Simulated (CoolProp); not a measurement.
1,2-dichloroethane at 293.15 K and 8.44 MPa is throttled through a valve to 2.66 MPa with no heat exchange. Each further row changes one setting.

Values from CoolProp's reference Helmholtz-energy equation of state, Thol 2015.

| case | temperature change (K) |
|---|---|
| as stated | [?] |
| outlet pressure 0.798 MPa | [?] |
| outlet pressure 3.46 MPa | [?] |

**Question.** Some entries are withheld; supply them.

**Answer.** 
- as stated, temperature change (K): +2.4
- outlet pressure 0.798 MPa, temperature change (K): +3.1
- outlet pressure 3.46 MPa, temperature change (K): +2.1
